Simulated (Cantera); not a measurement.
Charge: 1 mol B, 6.3 mol H2O, 1.9 mol H2, equilibrated at 6700 Pa.

These are equilibrium values from Cantera (NASA tables, ideal gas, pure condensed phases), not measurements of a reactor. Candidate condensed phases: B, B2O3, B3O3H3, H2O; 23 gas species. Equilibrium is a limit: real reactors are often held back by kinetics, nucleation or transport. All values below are at 2048 K.

Base state: H2O 0.495, H2 0.387, HBO2 0.108, H 0.00538, B2O3 0.00267, OH 0.000750, HBO 0.000553, BO2 0.000198 (mole fractions); condensed: gas only.

Task: What changes in the equilibrium state with this change: B replaced by BF3?

Result: 
```
species    before     after
-------  --------  --------
H2O         0.495     0.474
HF              0     0.240
H2          0.387     0.184
HBO2        0.108    0.0432
BOF             0    0.0535
BF3             0   2.68e-5
B2O3      0.00267  0.000443
HBO      0.000553  0.000110
O2        4.14e-6   1.66e-5
BO       0.000107   3.07e-5
```
